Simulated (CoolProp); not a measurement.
n-hexane at 340.65 K and 0.425 MPa flows at 6.1 m/s in a round tube of 10 mm bore and 45 µm roughness, fully developed (64/Re and Nu = 3.66 if laminar; Colebrook and Gnielinski if turbulent). Each further row changes one setting.

The numbers come from the reference Helmholtz-energy equation of state, Thol 2019 in CoolProp.

```json
[
 {"case": "as stated", "Reynolds number": "185000", "Darcy friction factor": "0.0300", "pressure drop (Pa/m)": "34300", "heat-transfer coefficient (W/(m² K))": "14500", "mass flow (kg/h)": "1060"},
 {"case": "velocity 12.2 m/s", "Reynolds number": "370000", "Darcy friction factor": "0.0297", "pressure drop (Pa/m)": "136000", "heat-transfer coefficient (W/(m² K))": "28800", "mass flow (kg/h)": "2120"},
 {"case": "diameter 20 mm", "Reynolds number": "370000", "Darcy friction factor": "0.0246", "pressure drop (Pa/m)": "14100", "heat-transfer coefficient (W/(m² K))": "12600", "mass flow (kg/h)": "4240"}
]
```

Viscosity comes from a separate model (Michailidou 2013). Thermal conductivity comes from a separate model (Assael 2013).
